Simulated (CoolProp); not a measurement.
Vapour-liquid equilibrium of R152A (1) + n-butane (2) at 0.556 MPa; x and y are mole fractions of (1).

The numbers come from the multi-fluid Helmholtz-energy mixture model, Outcalt 1996 and Bücker 2006; pair parameters Bell 2016 in CoolProp.

| x | bubble temperature (K) | y at the bubble point | dew temperature at overall composition x (K) | liquid density (mol/L) |
|---|---|---|---|---|
| 0.05 | 318.3 | 0.227 | 325.7 | 9.512 |
| 0.125 | 309.4 | 0.419 | 322.6 | 9.842 |
| 0.2 | 304.2 | 0.522 | 319.5 | 10.11 |
| 0.275 | 301.1 | 0.584 | 316.2 | 10.36 |
| 0.35 | 299.0 | 0.626 | 312.7 | 10.61 |
| 0.425 | 297.6 | 0.658 | 309.1 | 10.86 |
| 0.5 | 296.6 | 0.685 | 305.3 | 11.14 |
| 0.575 | 295.8 | 0.711 | 301.5 | 11.43 |
| 0.65 | 295.2 | 0.739 | 297.9 | 11.76 |
| 0.725 | 294.7 | 0.771 | 295.5 | 12.12 |
| 0.8 | 294.5 | 0.810 | 294.5 | 12.51 |
| 0.875 | 294.5 | 0.862 | 294.6 | 12.94 |
| 0.95 | 295.1 | 0.935 | 295.2 | 13.39 |

y crosses x between x = 0.8 and 0.875: the model has an azeotrope there.

Pair parameters are fitted to limited data, so mixtures are less certain than the pure fluids. With so large a gap from Raoult's law the liquid may split in two, which this calculation doesn't test in full.
